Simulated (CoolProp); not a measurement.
A simple Rankine cycle with propylene: condensing at 307.15 K, boiler at 3.57 MPa, turbine inlet 390.9 K, turbine efficiency 0.65, pump efficiency 0.6, no recuperator. Each further row changes one setting.

Model: reference Helmholtz-energy equation of state, Lemmon 2013, in CoolProp.

| case | thermal efficiency (%) | net work (kJ/kg) | heat in (kJ/kg) | turbine exit temperature (K) | volume ratio over the turbine |
|---|---|---|---|---|---|
| as stated | 6.3 | 27.1 | 433 | 351.7 | 2.59 |
| turbine inlet 410.9 K | 6.4 | 30.9 | 480 | 374.1 | 2.54 |
| condensing temperature 299.15 K | 7.4 | 33.7 | 454 | 344.8 | 3.14 |
| boiler pressure 2.5 MPa | 4.2 | 19.4 | 460 | 369.4 | 1.75 |
| turbine efficiency 0.55 | 5.1 | 21.9 | 433 | 354.4 | 2.62 |
